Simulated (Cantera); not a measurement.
# Thermodynamics of silicon oxide and oxynitride deposition, feed SiH2Cl2 + NO + N2

Feed: 1 mol SiH2Cl2, a varied amount of NO, 100 mol N2, equilibrated at 1723.15 K and 10.0 Torr.

Cantera equilibrium calculation (NASA polynomials, part measured and part estimated; ideal gas, pure solids and liquids). Candidate condensed phases: H2O, NH4Cl, Si, SiO2, Si2N2O, Si3N4; 47 gas species. The tables' values for SiCl3, SiCl are old estimates; treat these amounts as uncertain. The tables hold silica as quartz up to 1696 K and as liquid above; real silica turns to tridymite and cristobalite and melts near 1996 K. Equilibrium is a limit: real reactors are often held back by kinetics, nucleation or transport.

At 0.48 mol NO nothing is condensed. From 1.8 mol NO to 11 mol NO the condensed part is SiO2(condensed).

| n(NO) (mol) | x N2 | x O2 | x HCl | x Cl | n SiO2(condensed) |
|---|---|---|---|---|---|
| 0.48 | 0.976 | <1e-12 | 0.00916 | 0.000157 | 0 |
| 1.8 | 0.978 | 1.53e-11 | 0.0184 | 0.00102 | 0.800 |
| 3.1 | 0.974 | 0.00366 | 0.0138 | 0.00541 | 1.000 |
| 4.4 | 0.968 | 0.00943 | 0.0129 | 0.00606 | 1.000 |
| 5.7 | 0.962 | 0.0152 | 0.0123 | 0.00637 | 1.000 |
| 7 | 0.956 | 0.0208 | 0.0119 | 0.00656 | 1.000 |
| 8.3 | 0.951 | 0.0264 | 0.0115 | 0.00669 | 1.000 |
| 9.6 | 0.945 | 0.0318 | 0.0112 | 0.00678 | 1.000 |
| 11 | 0.940 | 0.0376 | 0.0109 | 0.00685 | 1.000 |
x: gas mole fraction; n: condensed amount in mol.
